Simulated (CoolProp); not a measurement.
Vapour-liquid equilibrium of methanol (1) + water (2) at 126 kPa; x and y are mole fractions of (1).

Computed with CoolProp (multi-fluid Helmholtz-energy mixture model, de Reuck 1993 and Wagner 2002; pair parameters Bell 2016).

Problem. Give the bubble temperature and the first vapour's composition at x = 0.35, 0.65, 0.95. Is there an azeotrope?

Solution. x = 0.35: 84.2 °C, y = 0.683; x = 0.65: 76.4 °C, y = 0.855; x = 0.95: 70.9 °C, y = 0.979. No azeotrope shows between x = 0.05 and 0.95.

Pair parameters are fitted to limited data, so mixtures are less certain than the pure fluids.
